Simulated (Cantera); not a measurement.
A perfectly stirred reactor is fed with 18.2 % CH₄, 81.8 % CO₂, at 3380 Torr; it is held at 2025 K, and followed from long to short residence time.

Cantera simulation using GRI-Mech 3.0 (53 species, 325 reactions); the numbers are that mechanism's predictions, not measurements.

Task: Predict: x(CH₄) at τ = 4.90 s; x(CO₂) at τ = 4.90 s; x(CH₂O) at τ = 4.90 s; x(CO) at τ = 4.90 s; x(CH₂) at τ = 4.90 s; x(CH₄) at τ = 0.130 s; x(CO₂) at τ = 0.130 s; x(CH₂O) at τ = 0.130 s; x(CO) at τ = 0.130 s; x(CH₂) at τ = 0.130 s.

Result: 
```json
{
  "x(CH₄) at τ = 4.90 s": "1.56e-5",
  "x(CO₂) at τ = 4.90 s": "0.271",
  "x(CH₂O) at τ = 4.90 s": "1.23e-7",
  "x(CO) at τ = 4.90 s": "0.462",
  "x(CH₂) at τ = 4.90 s": "3.15e-9",
  "x(CH₄) at τ = 0.130 s": "0.000655",
  "x(CO₂) at τ = 0.130 s": "0.273",
  "x(CH₂O) at τ = 0.130 s": "2.52e-6",
  "x(CO) at τ = 0.130 s": "0.460",
  "x(CH₂) at τ = 0.130 s": "1.15e-7"
}
```
